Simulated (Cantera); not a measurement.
Premixed flame

A freely propagating, adiabatic, planar premixed flame of 48.8 % H2, 12.2 % O2, 39.0 % N2, equivalence ratio 2.0, unburnt at 575 K and 0.360 bar; mixture-averaged transport, grid criteria slope 0.08 and curve 0.16, no radiation.

Computed with Cantera and the H2/O2 subset of GRI-Mech 3.0, which has no nitrogen chemistry. Burning velocities carry a grid error of a few per cent, more on coarse grids.

```json
[
 {"z (mm)": "-4.87", "T (K)": "575", "u (m/s)": "8.22", "x H2": "0.488", "x O2": "0.122", "x O": "<1e-8", "x OH": "<1e-8", "x H2O2": "<1e-8", "x H2O": "<1e-8"},
 {"z (mm)": "-3.25", "T (K)": "575", "u (m/s)": "8.22", "x H2": "0.488", "x O2": "0.122", "x O": "<1e-8", "x OH": "<1e-8", "x H2O2": "<1e-8", "x H2O": "<1e-8"},
 {"z (mm)": "-2.44", "T (K)": "575", "u (m/s)": "8.22", "x H2": "0.488", "x O2": "0.122", "x O": "<1e-8", "x OH": "<1e-8", "x H2O2": "<1e-8", "x H2O": "<1e-8"},
 {"z (mm)": "-1.62", "T (K)": "575", "u (m/s)": "8.22", "x H2": "0.488", "x O2": "0.122", "x O": "<1e-8", "x OH": "<1e-8", "x H2O2": "<1e-8", "x H2O": "3.82e-8"},
 {"z (mm)": "-0.812", "T (K)": "592", "u (m/s)": "8.44", "x H2": "0.485", "x O2": "0.122", "x O": "1.34e-5", "x OH": "6.33e-5", "x H2O2": "1.46e-6", "x H2O": "0.000945"},
 {"z (mm)": "-0.406", "T (K)": "775", "u (m/s)": "10.9", "x H2": "0.454", "x O2": "0.117", "x O": "0.000325", "x OH": "0.000449", "x H2O2": "2.33e-6", "x H2O": "0.0170"},
 {"z (mm)": "0", "T (K)": "1185", "u (m/s)": "16.1", "x H2": "0.317", "x O2": "0.0678", "x O": "0.00473", "x OH": "0.00261", "x H2O2": "7.66e-7", "x H2O": "0.120"},
 {"z (mm)": "0.406", "T (K)": "1447", "u (m/s)": "19.6", "x H2": "0.213", "x O2": "0.00996", "x O": "0.00397", "x OH": "0.00448", "x H2O2": "4.85e-7", "x H2O": "0.231"},
 {"z (mm)": "0.812", "T (K)": "1549", "u (m/s)": "20.8", "x H2": "0.205", "x O2": "0.00219", "x O": "0.00271", "x OH": "0.00505", "x H2O2": "3.64e-7", "x H2O": "0.248"},
 {"z (mm)": "1.62", "T (K)": "1659", "u (m/s)": "22.1", "x H2": "0.213", "x O2": "0.00129", "x O": "0.00240", "x OH": "0.00585", "x H2O2": "2.73e-7", "x H2O": "0.251"},
 {"z (mm)": "3.25", "T (K)": "1787", "u (m/s)": "23.6", "x H2": "0.224", "x O2": "0.00101", "x O": "0.00202", "x OH": "0.00648", "x H2O2": "1.70e-7", "x H2O": "0.254"},
 {"z (mm)": "6.50", "T (K)": "1922", "u (m/s)": "25.1", "x H2": "0.236", "x O2": "0.000708", "x O": "0.00148", "x OH": "0.00662", "x H2O2": "9.21e-8", "x H2O": "0.258"},
 {"z (mm)": "13.0", "T (K)": "2051", "u (m/s)": "26.5", "x H2": "0.246", "x O2": "0.000431", "x O": "0.000940", "x OH": "0.00610", "x H2O2": "4.79e-8", "x H2O": "0.262"}
]
```
x: mole fraction of selected species; z is measured from the peak of heat release.

- laminar burning velocity = 822 cm/s
- thermal thickness = 1.62 mm
- peak x(O) = 0.00557
- peak x(OH) = 0.00665
- peak x(H2O2) = 2.98e-6
- grid points = 145
